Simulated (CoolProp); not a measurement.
The fluid at 695.73 K and 0.41 MPa flows at 1.1 m/s in a round tube of 20 mm bore and 45 µm roughness, fully developed (64/Re and Nu = 3.66 if laminar; Colebrook and Gnielinski if turbulent). The same conditions are run with several fluids, on thermodynamics alone (safety and materials aside).

Computed with CoolProp (reference Helmholtz-energy equation of state of each fluid (ammonia: Gao 2020; normal hydrogen: Leachman 2009; water: Wagner 2002; dry air: Lemmon 2000)). Blends and air are pseudo-pure fits.

Question: Rank ammonia, normal hydrogen, water, dry air by Reynolds number, highest first.

Answer: dry air (1320), water (1110), ammonia (1050), normal hydrogen (196)

```json
[
 {"fluid": "ammonia", "Darcy friction factor": "0.0608", "pressure drop (Pa/m)": "2.22", "heat-transfer coefficient (W/(m² K))": "14.3", "mass flow (kg/h)": "1.50"},
 {"fluid": "normal hydrogen", "Darcy friction factor": "0.327", "pressure drop (Pa/m)": "1.41", "heat-transfer coefficient (W/(m² K))": "63.1", "mass flow (kg/h)": "0.178"},
 {"fluid": "water", "Darcy friction factor": "0.0576", "pressure drop (Pa/m)": "2.23", "heat-transfer coefficient (W/(m² K))": "10.5", "mass flow (kg/h)": "1.60"},
 {"fluid": "dry air", "Darcy friction factor": "0.0483", "pressure drop (Pa/m)": "3.00", "heat-transfer coefficient (W/(m² K))": "9.43", "mass flow (kg/h)": "2.55"}
]
```

Transport values come from each fluid's own correlations.
